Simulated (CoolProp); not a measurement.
Aqueous potassium formate as a coolant, 20 % by mass, freezing at -11.6 °C, 1 atm.

Computed with CoolProp (Melinder's fits for secondary coolants).

```csv
T (°C),cp (kJ/(kg K)),Prandtl number,density (kg/m³),viscosity (mPa s)
-8.6,3.423,19.2,1130,2.94
-4.1,3.429,16.5,1129,2.54
0.4,3.434,14.3,1128,2.22
4.8,3.439,12.5,1127,1.97
9.3,3.445,11.0,1125,1.75
13.8,3.451,9.81,1124,1.57
18.3,3.456,8.78,1123,1.42
22.7,3.462,7.92,1121,1.29
27.2,3.468,7.16,1120,1.18
31.7,3.473,6.50,1118,1.08
```
